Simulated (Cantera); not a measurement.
**Hydrocarbon pyrolysis for carbon deposition**

An isothermal, constant-pressure homogeneous reactor starts with C2H6 : N2 = 1 : 8.4 (molar parts), at 1550 K and 5.70 Torr.

Detailed kinetics in Cantera: GRI-Mech 3.0 (53 species, 325 reactions). GRI-Mech 3.0 stops at C3 and has no aromatics, soot or wall deposition, so with more carbon than oxygen in the feed, carbon stays in small species such as C2H2 where larger ones or solid carbon would form. Radical loss at walls, strong at low pressure, is not modelled.

| t (s) | x C2H6 | x C2H4 | x CH4 | x C2H | x C2H2 |
|---|---|---|---|---|---|
| 3.00e-5 | 0.106 | 3.77e-7 | 3.57e-6 | <1e-12 | 4.03e-12 |
| 9.53e-5 | 0.105 | 1.13e-5 | 3.55e-5 | <1e-12 | 4.70e-10 |
| 0.000303 | 0.103 | 0.000375 | 0.000339 | 1.18e-12 | 1.67e-7 |
| 0.000962 | 0.0875 | 0.00780 | 0.00295 | 5.25e-9 | 8.58e-5 |
| 0.00306 | 0.0337 | 0.0404 | 0.0195 | 1.96e-7 | 0.00537 |
| 0.00972 | 0.00121 | 0.0360 | 0.0368 | 5.64e-7 | 0.0363 |
| 0.0309 | 5.70e-5 | 0.0163 | 0.0353 | 2.42e-7 | 0.0577 |
| 0.0981 | 1.26e-5 | 0.00567 | 0.0338 | 1.26e-7 | 0.0684 |
| 0.312 | 5.67e-6 | 0.000924 | 0.0322 | 9.00e-8 | 0.0734 |
| 0.990 | 4.29e-6 | 0.000241 | 0.0292 | 8.85e-8 | 0.0753 |
| 3.15 | 2.71e-6 | 0.000149 | 0.0221 | 9.77e-8 | 0.0784 |
| 10.0 | 8.92e-7 | 5.73e-5 | 0.0112 | 1.22e-7 | 0.0830 |
x: mole fraction; the columns are a selection and need not sum to one.

Equilibrium at this temperature and pressure: C2H6 7.93e-11, C2H4 9.98e-6, CH4 5.82e-5, C2H 9.51e-8, C2H2 0.0431 (gas phase only).
